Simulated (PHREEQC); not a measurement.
Leach liquor

Dissolve 0.16 mol H2SO4, 0.0019 mol Al2(SO4)3 and 0.0043 mol NiSO4 per kg of water at 71 °C. Closed to the air; pH follows from the charge balance.

Equilibrium calculation in PHREEQC: ion-association model, wateq4f.dat.

This is a speciation only: nothing precipitates in the calculation.

Estimate the pH, ionic strength, activity of water.

pH 0.89; ionic strength 0.194 mol/kgw; activity of water 0.994.

In which forms is S present?

HSO4- 92 %, SO4-2 6.1 %, AlSO4+ 1.4 % of the S.

At this temperature some constants are extrapolated from 25 °C, and those without enthalpy data are left unchanged.
